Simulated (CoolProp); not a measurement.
R114 at several states: Z from the reference equation and from simpler models built on Tc = 420.6 K, pc = 33.52 bar, ω = 0.252; each cubic takes its own stable root.

Model: reference Helmholtz-energy equation of state, Platzer 1990, in CoolProp. This equation is an older, rougher fit; its heat capacities, sound speeds and derivatives of the liquid may be far off and weren't checked against measurements.

```tsv
T (K)	p (bar)	phase	reference
331.1	0.183	gas	0.9961
483	99	supercritical	0.5275
305.9	8.16	liquid	0.03826
481.8	71.1	supercritical	0.5043
```

### Question
How far does each simpler model (van der Waals, Redlich-Kwong) lie from the reference over these 4 states: mean and median of the absolute difference, and the worst?

### Answer
- van der Waals: mean 17.6 %, median 6.7 %, worst +57.1 % at 305.9 K and 8.16 bar
- Redlich-Kwong: mean 3.0 %, median 1.7 %, worst +8.6 % at 305.9 K and 8.16 bar
